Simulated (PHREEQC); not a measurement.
Consider water at 25 °C with 11 mmol/kgw FeSO4, 17 mmol/kgw ZnCl2 and 0.064 mmol/kgw NaF. Closed to the air; pH follows from the charge balance.

Equilibrium calculation in PHREEQC: ion-association model, wateq4f.dat.

This is a speciation only: nothing precipitates in the calculation.

Q: What pH, ionic strength does the model give?

A: pH 5.52; ionic strength 0.0736 mol/kgw.

Q: In which forms is Fe present?

A: Fe+2 83 %, FeSO4 15 %, FeCl+ 1.6 % of the Fe.

Fluoro complexes past AlF4- and FeF3 are missing from the database.
